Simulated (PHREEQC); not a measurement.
1 kg of water holding 0.026 mol/kgw Na2SO4 and 0.23 mol/kgw Na2CO3 is evaporated at 25 °C; the solids stay in contact with the brine. CO2 is held at log p = -3.4 (atm). Solids allowed: Burkeite, Mirabilite, Nahcolite, Natron, Thenardite, Trona. Others were left out.

The series has 21 steps of water left (kg), from 0.9992 to 0.01357.

Computed with PHREEQC (Pitzer model, pitzer.dat).

Problem. Which solids form, in which order, and at which step of the series does each first stand?

Solution. Trona from water left = 0.07758 kg (pH 10.13); Mirabilite from water left = 0.01357 kg (pH 9.99).

Species that the database lacks are ignored.
